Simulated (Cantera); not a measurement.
Input: 1 mol CO, 9.7 mol H2, 15 mol N2, held at 2352 °C and 0.0660 bar.

These are equilibrium values from Cantera (NASA tables, ideal gas, pure condensed phases), not measurements of a reactor. Rates play no part.

| species | before | after |
|---|---|---|
| N2 | 0.557 | 0.530 |
| H2 | 0.314 | 0.251 |
| H | 0.0926 | 0.184 |
| CO | 0.0371 | 0.0353 |
| H2O | 2.40e-5 | 8.24e-6 |
| HCN | 2.31e-5 | 9.01e-6 |
Gas species are given as mole fractions.

**Question.** What was changed between the two runs?
A) temperature from 2352 °C to 900 °C
B) pressure from 0.0660 bar to 0.910 bar
C) pressure from 0.0660 bar to 0.0133 bar
D) temperature from 2352 °C to 2277 °C

**Answer.** C, pressure from 0.0660 bar to 0.0133 bar
